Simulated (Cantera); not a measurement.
Input (Python, Cantera) and output of one run.

```python
import numpy as np
import cantera as ct

gas_names = """
    C CH CH2 CH3 CH2OH CH3O CH4 CH3OH CO CO2 COOH C2 C2H CHCO,ketyl C2H2,acetylene C2H2,vinylidene
    CH2CO,ketene C2H3,vinyl CH3CO,acetyl C2H4 C2H4O,ethylen CH3CHO,ethanal CH3COOH (HCOOH)2 C2H5 C2H6
    CH3OCH3 C2H5OH C2O C3 C3H3,propargyl C3H4,allene C3H4,propyne C3H4,cyclo- C3H5,allyl C3H6,propylene
    C3H6,cyclo- C3H6O C3H7,n-propyl C3H7,i-propyl C3H8 C3H8O,1propanol C3H8O,2propanol C3O2 C4 C4H2
    C4H4,1,3-cyclo- C4H6,butadiene C4H6,2-butyne C4H6,cyclo- C4H8,1-butene C4H8,cis2-buten
    C4H8,tr2-butene C4H8,isobutene C4H8,cyclo- (CH3COOH)2 C4H9,n-butyl C4H9,i-butyl C4H9,s-butyl
    C4H9,t-butyl C4H10,isobutane C4H10,n-butane C5 C5H6,1,3cyclo- C5H8,cyclo- C5H10,1-pentene
    C5H10,cyclo- C5H11,pentyl C5H11,t-pentyl C5H12,n-pentane C5H12,i-pentane CH3C(CH3)2CH3 C6H2
    C6H5,phenyl C6H5O,phenoxy C6H6 C6H5OH,phenol C6H10,cyclo- C6H12,1-hexene C6H12,cyclo- C6H13,n-hexyl
    C7H7,benzyl C7H8 C7H8O,cresol C7H14,1-heptene C7H15,n-heptyl C7H16,n-heptane C8H8,styrene
    C8H10,ethylbenz C8H16,1-octene C8H17,n-octyl C8H18,isooctane C8H18,n-octane C9H19,n-nonyl
    C10H8,naphthale C10H21,n-decyl C12H9,o-bipheny C12H10,bipheny H HCO HO2 H2 HCHO,formaldehy HCOOH H2O
    H2O2 Mg MgH MgO MgOH MgO2H2 Mg2 O OH O2 O3
""".split()
cond_names = """
    C(gr) C6H6(L) C7H8(L) C8H18(L),n-octa H2O(s) H2O(L) Mg(cr) Mg(L) MgCO3(s) MgO(s) MgO(L) MgO2H2(s)
""".split()


def load(file, names, dense=False):
    # The tables refer to 1 bar. Condensed volumes are neglected.
    table = {s.name: s for s in ct.Species.list_from_file(file)}
    out = []
    for n in names:
        d = dict(table[n].input_data)
        d["thermo"] = dict(d["thermo"], **{"reference-pressure": 1e5})
        if dense:
            d["equation-of-state"] = {"model": "constant-volume", "density": "1e6 g/cm^3"}
        out.append(ct.Species.from_dict(d))
    return out


gas = ct.Solution(thermo="ideal-gas", species=load("nasa_gas.yaml", gas_names))
cond = {s.name: ct.Solution(thermo="fixed-stoichiometry", species=[s], name=s.name)
        for s in load("nasa_condensed.yaml", cond_names, dense=True)}
atoms = {
    'MgO': {'Mg': 1, 'O': 1},
    'C': {'C': 1},
    'H2': {'H': 2},
}
top_T = {'C(gr)': 4500}  # K; cautious upper limits of use, not melting points


def equilibrate(T, P, feed):
    n = {}
    for name, mol in feed.items():
        for a, k in atoms[name].items():
            n[a] = n.get(a, 0.0) + k * mol
    gas.TPX = T, P, n
    mass = sum(n.values()) * gas.mean_molecular_weight
    gas.equilibrate("TP")
    valid = [c for c in cond.values() if c.min_temp <= T <= top_T.get(c.name, c.max_temp)]
    mix = ct.Mixture([(gas, mass / gas.mean_molecular_weight)] + [(c, 0.0) for c in valid])
    mix.T, mix.P = T, P
    mix.equilibrate("TP", solver="vcs", rtol=1e-11, max_steps=5000)
    return mix


results = []
feed = {'MgO': 1, 'C': 0.0087, 'H2': 2.2}  # mol
P = 101325  # Pa
for T in [1600, 1700, 1800, 1900, 2000, 2100, 2200]:
    mix = equilibrate(T, P, feed)
    results.append((T, P, feed, dict(zip(mix.species_names, mix.species_moles))))
    x = sorted(zip(gas.X, gas.species_names), reverse=True)
    print(f"T = {T:g} K  P = {P:g} Pa  gas = {mix.phase_moles(0):.4g} mol")
    print("   x: " + "  ".join(f"{s} {v:.3e}" for v, s in x if v > 0.0001))
    print("   condensed (mol): " + ("  ".join(f"{mix.phase(i).name} {mix.phase_moles(i):.4g}"
          for i in range(1, mix.n_phases) if mix.phase_moles(i) > 1e-12) or "none"))
```

Output:

```
T = 1600 K  P = 101325 Pa  gas = 2.21 mol
   x: H2 9.932e-01  CO 2.861e-03  Mg 2.832e-03  CH4 1.049e-03
   condensed (mol): MgO(s) 0.9937
T = 1700 K  P = 101325 Pa  gas = 2.217 mol
   x: H2 9.920e-01  CO 3.840e-03  Mg 3.816e-03  H 1.458e-04
   condensed (mol): MgO(s) 0.9914
T = 1800 K  P = 101325 Pa  gas = 2.218 mol
   x: H2 9.915e-01  Mg 4.015e-03  CO 3.917e-03  H 3.542e-04  H2O 1.528e-04
   condensed (mol): MgO(s) 0.991
T = 1900 K  P = 101325 Pa  gas = 2.22 mol
   x: H2 9.899e-01  Mg 4.572e-03  CO 3.918e-03  H 7.844e-04  H2O 7.196e-04
   condensed (mol): MgO(s) 0.9897
T = 2000 K  P = 101325 Pa  gas = 2.224 mol
   x: H2 9.858e-01  Mg 6.202e-03  CO 3.909e-03  H2O 2.385e-03  H 1.604e-03
   condensed (mol): MgO(s) 0.986
T = 2100 K  P = 101325 Pa  gas = 2.234 mol
   x: H2 9.773e-01  Mg 9.655e-03  H2O 5.911e-03  CO 3.890e-03  H 3.060e-03  MgH 1.582e-04
   condensed (mol): MgO(s) 0.978
T = 2200 K  P = 101325 Pa  gas = 2.251 mol
   x: H2 9.623e-01  Mg 1.580e-02  H2O 1.218e-02  H 5.489e-03  CO 3.856e-03  MgH 2.709e-04
   condensed (mol): MgO(s) 0.9636
```

Equilibrium computed with Cantera from the NASA thermochemical tables; the gas is ideal and each condensed phase is pure. The tables' values for MgH are old estimates; treat these amounts as uncertain.
